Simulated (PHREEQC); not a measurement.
## Brine: speciation

Solution (20 °C): 3.5 mol/kgw NaCl and 1.3 mol/kgw MgSO4. Closed to the air; pH follows from the charge balance.

All values are PHREEQC results (Pitzer model, pitzer.dat), not measurements.

Each row changes one thing in this solution. This is a speciation only: nothing precipitates in the calculation.

```json
[
 {"case": "as made", "pH": "5.73", "MgOH+ (mol/kgw)": "2.38e-6", "HSO4- (mol/kgw)": "1.98e-6", "SI of Mirabilite (Na2SO4:10H2O)": "-0.22", "SI of Epsomite (MgSO4:7H2O)": "-0.39"},
 {"case": "temperature from 20 to 70 °C", "pH": "5.37", "MgOH+ (mol/kgw)": "2.19e-5", "HSO4- (mol/kgw)": "2.07e-5", "SI of Mirabilite (Na2SO4:10H2O)": "[?]", "SI of Epsomite (MgSO4:7H2O)": "-1.15"},
 {"case": "0.13 mol/kgw H2SO4 added", "pH": "[?]", "MgOH+ (mol/kgw)": "[?]", "HSO4- (mol/kgw)": "0.213", "SI of Mirabilite (Na2SO4:10H2O)": "-0.28", "SI of Epsomite (MgSO4:7H2O)": "[?]"}
]
```

Problem. What belongs in the gaps?

Solution. 
- temperature from 20 to 70 °C, SI of Mirabilite (Na2SO4:10H2O): -1.80
- 0.13 mol/kgw H2SO4 added, pH: 0.63
- 0.13 mol/kgw H2SO4 added, MgOH+ (mol/kgw): 2.25e-11
- 0.13 mol/kgw H2SO4 added, SI of Epsomite (MgSO4:7H2O): -0.38

Away from 25 °C the constants follow the database's enthalpies or fits; those with neither stay at their 25 °C values.
